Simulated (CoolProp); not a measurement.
Properties of ammonia along the isotherm 159.25 °C (Tc = 132.4 °C, pc = 11360 kPa, ω = 0.256).

Model: reference Helmholtz-energy equation of state, Gao 2020, in CoolProp.

```
p (kPa)          phase  density (kg/m³)  cp (kJ/(kg K))  cv (kJ/(kg K))  expansivity (1/kK)  viscosity (µPa s)
-------  -------------  ---------------  --------------  --------------  ------------------  -----------------
2370               gas            11.99           2.647           1.968               2.916               15.2
4730               gas            25.81           3.070           2.107               3.763               15.3
7100               gas            42.44           3.680           2.266               5.044               15.7
9470               gas            63.38           4.649           2.452               7.169               16.3
11800    supercritical            91.43           6.394           2.670               11.17               17.6
14200    supercritical            136.9           10.50           2.929               20.93               20.5
16600    supercritical            217.8           16.99           3.070               35.74               27.5
18900    supercritical            291.5           12.67           2.934               22.69               35.6
21300    supercritical            332.4           9.398           2.826               13.97               40.9
23700    supercritical            357.7           7.930           2.766               10.24               44.5
26000    supercritical            375.4           7.139           2.730               8.295               47.2
28400    supercritical            389.9           6.605           2.705               7.016               49.6
```

The peak of cp marks the crossing from liquid-like to gas-like fluid above the critical point.

Viscosity comes from a separate model (Fenghour 1995).
